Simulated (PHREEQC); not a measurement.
Consider water at 25 °C with 5.2 mmol/kgw CaCl2 and 48 mmol/kgw Na2HPO4. Closed to the air; pH follows from the charge balance.

Equilibrium calculation in PHREEQC: ion-association model, phreeqc.dat.

```csv
quantity,before,after
pH,8.27,8.43
HPO4-2 (mol/kgw),0.0398,0.00839
CaHPO4 (mol/kgw),0.00263,0.000416
NaHPO4- (mol/kgw),0.00246,0.000167
SI of Halite (NaCl),-4.83,-6.11
SI of Hydroxyapatite (Ca5(PO4)3OH),+13.69,+11.25
```

Q: What was changed between the two runs?
(A) diluted 5-fold with water
(B) temperature from 25 to 55 °C
(C) CaCl2 from 0.0052 to 0.00468 mol/kgw
(D) 0.028 mol/kgw NH3 added
(E) CaCl2 from 0.0052 to 0.00572 mol/kgw

A: A, diluted 5-fold with water

No solid was allowed to form. Some of these states are supersaturated (in Hydroxyapatite, for instance).
